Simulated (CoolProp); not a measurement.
Nitrous oxide along the isotherm 79.05 °C: density (kg/m³) from the reference equation and from simpler models built on Tc = 36.4 °C, pc = 7.245 MPa, ω = 0.161; each cubic takes its own stable root.

Computed with CoolProp (reference Helmholtz-energy equation of state, Lemmon 2006). It is a short technical equation, of lower accuracy than the large ones.

```json
[
 {"p (MPa)": "3.29", "phase": "gas", "reference": "55.49"},
 {"p (MPa)": "6.59", "phase": "gas", "reference": "129.1"},
 {"p (MPa)": "9.88", "phase": "supercritical", "reference": "237.2"},
 {"p (MPa)": "13.2", "phase": "supercritical", "reference": "400.8"},
 {"p (MPa)": "16.5", "phase": "supercritical", "reference": "544.5"},
 {"p (MPa)": "19.8", "phase": "supercritical", "reference": "629.3"},
 {"p (MPa)": "23.1", "phase": "supercritical", "reference": "683.9"},
 {"p (MPa)": "26.3", "phase": "supercritical", "reference": "722.5"},
 {"p (MPa)": "29.6", "phase": "supercritical", "reference": "754.0"},
 {"p (MPa)": "32.9", "phase": "supercritical", "reference": "780.0"},
 {"p (MPa)": "36.2", "phase": "supercritical", "reference": "802.2"}
]
```

Question: How far does each simpler model (ideal gas, van der Waals) lie from the reference over these 11 states: mean and median of the absolute difference, and the worst?

Answer: 
- ideal gas: mean 39.4 %, median 41.0 %, worst -54.5 % at 79.05 °C and 16.5 MPa
- van der Waals: mean 12.6 %, median 15.9 %, worst -21.4 % at 79.05 °C and 36.2 MPa
